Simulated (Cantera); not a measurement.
Feed: 1 mol PbO, 0.62 mol CH4, 0.15 mol CO, equilibrated at 1.00 bar.

Cantera equilibrium calculation (NASA polynomials, part measured and part estimated; ideal gas, pure solids and liquids). Candidate condensed phases: C, C6H6, C7H8, C8H18, H2O, Pb, PbO, PbO2, Pb3O4; 113 gas species. Rates play no part.

At 900 °C, list the 4 most abundant gas species with their mole fractions, and the condensed phases.

H2 0.491, CO 0.319, H2O 0.125, CO2 0.0639. Condensed: Pb(l).
